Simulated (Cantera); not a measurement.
A Cantera script and what it prints.

```python
import numpy as np
import cantera as ct

gas_names = """
    C CH CH2 CH3 CH2OH CH3O CH4 CH3OH CO COS CO2 COOH CS CS2 C2 C2H CHCO,ketyl C2H2,acetylene
    C2H2,vinylidene CH2CO,ketene C2H3,vinyl CH3CO,acetyl C2H4 C2H4O,ethylen CH3CHO,ethanal CH3COOH
    (HCOOH)2 C2H5 C2H6 CH3OCH3 C2H5OH C2O C3 C3H3,propargyl C3H4,allene C3H4,propyne C3H4,cyclo-
    C3H5,allyl C3H6,propylene C3H6,cyclo- C3H6O C3H7,n-propyl C3H7,i-propyl C3H8 C3H8O,1propanol
    C3H8O,2propanol C3O2 C4 C4H2 C4H4,1,3-cyclo- C4H6,butadiene C4H6,2-butyne C4H6,cyclo- C4H8,1-butene
    C4H8,cis2-buten C4H8,tr2-butene C4H8,isobutene C4H8,cyclo- (CH3COOH)2 C4H9,n-butyl C4H9,i-butyl
    C4H9,s-butyl C4H9,t-butyl C4H10,isobutane C4H10,n-butane C5 C5H6,1,3cyclo- C5H8,cyclo-
    C5H10,1-pentene C5H10,cyclo- C5H11,pentyl C5H11,t-pentyl C5H12,n-pentane C5H12,i-pentane
    CH3C(CH3)2CH3 C6H2 C6H5,phenyl C6H5O,phenoxy C6H6 C6H5OH,phenol C6H10,cyclo- C6H12,1-hexene
    C6H12,cyclo- C6H13,n-hexyl C7H7,benzyl C7H8 C7H8O,cresol C7H14,1-heptene C7H15,n-heptyl
    C7H16,n-heptane C8H8,styrene C8H10,ethylbenz C8H16,1-octene C8H17,n-octyl C8H18,isooctane
    C8H18,n-octane C9H19,n-nonyl C10H8,naphthale C10H21,n-decyl C12H9,o-bipheny C12H10,bipheny H HCO HO2
    H2 HCHO,formaldehy HCOOH H2O H2O2 H2S H2SO4 Mg MgH MgO MgOH MgO2H2 MgS Mg2 O OH O2 O3 S SH SO SO2
    SO3 S2 S2O S8
""".split()
cond_names = """
    C(gr) C6H6(L) C7H8(L) C8H18(L),n-octa H2O(s) H2O(L) H2SO4(L) Mg(cr) Mg(L) MgCO3(s) MgO(s) MgO(L)
    MgO2H2(s) MgS(s) MgSO4(s) MgSO4(L) S(cr1) S(cr2) S(L)
""".split()


def load(file, names, dense=False):
    # The tables refer to 1 bar. Condensed volumes are neglected.
    table = {s.name: s for s in ct.Species.list_from_file(file)}
    out = []
    for n in names:
        d = dict(table[n].input_data)
        d["thermo"] = dict(d["thermo"], **{"reference-pressure": 1e5})
        if dense:
            d["equation-of-state"] = {"model": "constant-volume", "density": "1e6 g/cm^3"}
        out.append(ct.Species.from_dict(d))
    return out


gas = ct.Solution(thermo="ideal-gas", species=load("nasa_gas.yaml", gas_names))
cond = {s.name: ct.Solution(thermo="fixed-stoichiometry", species=[s], name=s.name)
        for s in load("nasa_condensed.yaml", cond_names, dense=True)}
atoms = {
    'MgSO4': {'Mg': 1, 'S': 1, 'O': 4},
    'CO2': {'C': 1, 'O': 2},
    'H2': {'H': 2},
}
top_T = {'C(gr)': 4500, 'MgS(s)': 2250}  # K; cautious upper limits of use, not melting points


def equilibrate(T, P, feed):
    n = {}
    for name, mol in feed.items():
        for a, k in atoms[name].items():
            n[a] = n.get(a, 0.0) + k * mol
    gas.TPX = T, P, n
    mass = sum(n.values()) * gas.mean_molecular_weight
    gas.equilibrate("TP")
    valid = [c for c in cond.values() if c.min_temp <= T <= top_T.get(c.name, c.max_temp)]
    mix = ct.Mixture([(gas, mass / gas.mean_molecular_weight)] + [(c, 0.0) for c in valid])
    mix.T, mix.P = T, P
    mix.equilibrate("TP", solver="vcs", rtol=1e-11, max_steps=5000)
    return mix


results = []
feed = {'MgSO4': 1, 'CO2': 6.9, 'H2': 8}  # mol
P = 620000  # Pa
for T in [550, 700, 850, 1000, 1150, 1300, 1450, 1600, 1750, 1900, 2050, 2200]:
    mix = equilibrate(T, P, feed)
    results.append((T, P, feed, dict(zip(mix.species_names, mix.species_moles))))
    x = sorted(zip(gas.X, gas.species_names), reverse=True)
    print(f"T = {T:g} K  P = {P:g} Pa  gas = {mix.phase_moles(0):.4g} mol")
    print("   x: " + "  ".join(f"{s} {v:.3e}" for v, s in x if v > 0.001))
    print("   condensed (mol): " + ("  ".join(f"{mix.phase(i).name} {mix.phase_moles(i):.4g}"
          for i in range(1, mix.n_phases) if mix.phase_moles(i) > 1e-12) or "none"))
```

Output:

```
T = 550 K  P = 620000 Pa  gas = 11.93 mol
   x: H2O 4.661e-01  CO2 3.872e-01  H2S 8.378e-02  CH4 5.803e-02  H2 4.701e-03
   condensed (mol): C(gr) 0.5871  MgCO3(s) 1
T = 700 K  P = 620000 Pa  gas = 12.15 mol
   x: CO2 4.089e-01  H2O 3.961e-01  H2S 8.200e-02  CH4 7.176e-02  H2 3.689e-02  CO 4.045e-03
   condensed (mol): C(gr) 0.007738  MgCO3(s) 1
T = 850 K  P = 620000 Pa  gas = 14 mol
   x: CO2 4.137e-01  H2O 3.259e-01  H2 1.107e-01  H2S 7.050e-02  CO 4.601e-02  CH4 3.228e-02
   condensed (mol): MgO(s) 1
T = 1000 K  P = 620000 Pa  gas = 14.85 mol
   x: CO2 3.482e-01  H2O 3.202e-01  H2 1.494e-01  CO 1.132e-01  H2S 6.576e-02  CH4 1.709e-03  COS 1.574e-03
   condensed (mol): MgO(s) 1
T = 1150 K  P = 620000 Pa  gas = 14.9 mol
   x: H2O 3.445e-01  CO2 3.200e-01  CO 1.408e-01  H2 1.276e-01  H2S 6.476e-02  COS 2.267e-03
   condensed (mol): MgO(s) 1
T = 1300 K  P = 620000 Pa  gas = 14.91 mol
   x: H2O 3.638e-01  CO2 3.003e-01  CO 1.596e-01  H2 1.097e-01  H2S 6.316e-02  COS 2.961e-03
   condensed (mol): MgO(s) 1
T = 1450 K  P = 620000 Pa  gas = 14.95 mol
   x: H2O 3.786e-01  CO2 2.828e-01  CO 1.754e-01  H2 9.874e-02  H2S 5.775e-02  COS 3.380e-03  S2 2.531e-03
   condensed (mol): MgO(s) 1
T = 1600 K  P = 620000 Pa  gas = 15.05 mol
   x: H2O 3.901e-01  CO2 2.626e-01  CO 1.927e-01  H2 9.527e-02  H2S 4.586e-02  S2 7.026e-03  COS 3.135e-03  SO2 2.433e-03
   condensed (mol): MgO(s) 1
T = 1750 K  P = 620000 Pa  gas = 15.2 mol
   x: H2O 3.965e-01  CO2 2.394e-01  CO 2.122e-01  H2 9.709e-02  H2S 3.221e-02  S2 1.073e-02  SO2 7.385e-03  COS 2.443e-03  SH 1.223e-03
   condensed (mol): MgO(s) 1
T = 1900 K  P = 620000 Pa  gas = 15.35 mol
   x: H2O 3.972e-01  CO 2.321e-01  CO2 2.156e-01  H2 1.016e-01  H2S 2.125e-02  SO2 1.501e-02  S2 1.141e-02  SH 1.927e-03  COS 1.730e-03  SO 1.686e-03
   condensed (mol): MgO(s) 0.9999
T = 2050 K  P = 620000 Pa  gas = 15.5 mol
   x: H2O 3.940e-01  CO 2.505e-01  CO2 1.935e-01  H2 1.070e-01  SO2 2.357e-02  H2S 1.353e-02  S2 9.643e-03  SO 3.547e-03  SH 2.559e-03  COS 1.159e-03
   condensed (mol): MgO(s) 0.9996
T = 2200 K  P = 620000 Pa  gas = 15.63 mol
   x: H2O 3.892e-01  CO 2.658e-01  CO2 1.748e-01  H2 1.121e-01  SO2 3.123e-02  H2S 8.314e-03  S2 6.849e-03  SO 6.080e-03  SH 2.964e-03
   condensed (mol): MgO(s) 0.9986
```

These are equilibrium values from Cantera (NASA tables, ideal gas, pure condensed phases), not measurements of a reactor. Gases not in the tables: S3 to S7.
